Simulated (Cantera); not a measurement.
## Pyrogenic steam for wet oxidation

An isothermal, constant-pressure homogeneous reactor starts with H2 : O2 : N2 = 1.8 : 1 : 13 (molar parts), at 898 K and 0.849 atm.

Computed with Cantera and GRI-Mech 3.0 (53 species, 325 reactions). Below about 950 K walls govern HO2 and H2O2 in real vessels. The temperature is held fixed by assumption; the heat of reaction is taken as removed at once.

```tsv
t (s)	x H2	x O2	x NO	x OH	x HO2
1.00e-5	0.114	0.0633	<1e-12	<1e-12	2.44e-12
4.19e-5	0.114	0.0633	<1e-12	<1e-12	1.43e-11
0.000176	0.114	0.0633	<1e-12	<1e-12	9.31e-11
0.000737	0.114	0.0633	<1e-12	<1e-12	4.79e-10
0.00309	0.114	0.0633	<1e-12	<1e-12	2.17e-9
0.0129	0.114	0.0633	<1e-12	<1e-12	1.07e-8
0.0543	0.114	0.0633	<1e-12	3.87e-12	1.10e-7
0.228	0.114	0.0632	<1e-12	9.88e-10	6.50e-6
0.954	0.0991	0.0558	<1e-12	2.15e-8	2.12e-5
4.00	0.0563	0.0346	2.70e-12	1.53e-8	1.47e-5
```
x: mole fraction; the columns are a selection and need not sum to one.

Equilibrium at this temperature and pressure: H2 4.76e-12, O2 0.00671, NO 1.70e-6, OH 6.05e-9, HO2 1.21e-11 (gas phase only).
